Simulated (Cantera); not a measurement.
Cantera run:

```python
import numpy as np
import cantera as ct

gas_names = """
    H HNO HNO2 HNO3 HO2 H2 H2O H2O2 H2S H2SO4 N NH NH2 NH3 NH2OH NO NO2 NO3 N2 N2H2 N2H4 N2O O OH O2 O3
    S SH SN SO SO2 SO3 S2 S2O S8
""".split()
cond_names = """
    H2O(s) H2O(L) H2SO4(L) S(cr1) S(cr2) S(L)
""".split()


# ... load() reads the species with a 1 bar reference pressure and builds the phases ...
atoms = {
    'N2O': {'N': 2, 'O': 1},
    'SO2': {'S': 1, 'O': 2},
    'H2O': {'H': 2, 'O': 1},
}
top_T = {}  # K; cautious upper limits of use, not melting points


# ... equilibrate(T, P, feed) seeds the gas with the atoms and calls Mixture.equilibrate('TP', solver="vcs", rtol=1e-11, max_steps=5000) ...
results = []
feed = {'N2O': 1, 'SO2': 0.0099, 'H2O': 2.7}  # mol
P = 1000  # Pa
for T in [850, 1050, 1250, 1450, 1650, 1850, 2050, 2250, 2450, 2650]:
    mix = equilibrate(T, P, feed)
    results.append((T, P, feed, dict(zip(mix.species_names, mix.species_moles))))
    x = sorted(zip(gas.X, gas.species_names), reverse=True)
    print(f"T = {T:g} K  P = {P:g} Pa  gas = {mix.phase_moles(0):.4g} mol")
    print("   x: " + "  ".join(f"{s} {v:.3e}" for v, s in x if v > 0.001))
    print("   condensed (mol): " + ("  ".join(f"{mix.phase(i).name} {mix.phase_moles(i):.4g}"
          for i in range(1, mix.n_phases) if mix.phase_moles(i) > 1e-12) or "none"))
```

Output:

```
T = 850 K  P = 1000 Pa  gas = 4.208 mol
   x: H2O 6.416e-01  N2 2.376e-01  O2 1.184e-01  SO2 1.571e-03
   condensed (mol): none
T = 1050 K  P = 1000 Pa  gas = 4.21 mol
   x: H2O 6.414e-01  N2 2.375e-01  O2 1.187e-01  SO2 2.271e-03
   condensed (mol): none
T = 1250 K  P = 1000 Pa  gas = 4.21 mol
   x: H2O 6.413e-01  N2 2.375e-01  O2 1.187e-01  SO2 2.338e-03
   condensed (mol): none
T = 1450 K  P = 1000 Pa  gas = 4.21 mol
   x: H2O 6.411e-01  N2 2.373e-01  O2 1.185e-01  SO2 2.347e-03
   condensed (mol): none
T = 1650 K  P = 1000 Pa  gas = 4.212 mol
   x: H2O 6.398e-01  N2 2.369e-01  O2 1.178e-01  SO2 2.348e-03  OH 1.775e-03
   condensed (mol): none
T = 1850 K  P = 1000 Pa  gas = 4.222 mol
   x: H2O 6.346e-01  N2 2.359e-01  O2 1.164e-01  OH 6.361e-03  SO2 2.342e-03  NO 1.997e-03  H2 1.577e-03
   condensed (mol): none
T = 2050 K  P = 1000 Pa  gas = 4.258 mol
   x: H2O 6.167e-01  N2 2.331e-01  O2 1.140e-01  OH 1.752e-02  H2 7.621e-03  NO 3.509e-03  O 3.285e-03  SO2 2.309e-03  H 1.980e-03
   condensed (mol): none
T = 2250 K  P = 1000 Pa  gas = 4.376 mol
   x: H2O 5.653e-01  N2 2.257e-01  O2 1.117e-01  OH 3.897e-02  H2 2.619e-02  O 1.233e-02  H 1.202e-02  NO 5.508e-03  SO2 2.188e-03
   condensed (mol): none
T = 2450 K  P = 1000 Pa  gas = 4.708 mol
   x: H2O 4.501e-01  N2 2.085e-01  O2 1.102e-01  OH 7.042e-02  H2 6.298e-02  H 5.042e-02  O 3.741e-02  NO 7.833e-03  SO2 1.862e-03
   condensed (mol): none
T = 2650 K  P = 1000 Pa  gas = 5.482 mol
   x: H2O 2.700e-01  N2 1.775e-01  H 1.479e-01  O2 1.024e-01  H2 9.963e-02  OH 9.770e-02  O 9.317e-02  NO 9.770e-03  SO2 1.258e-03
   condensed (mol): none
```

Cantera equilibrium calculation (NASA polynomials, part measured and part estimated; ideal gas, pure solids and liquids).
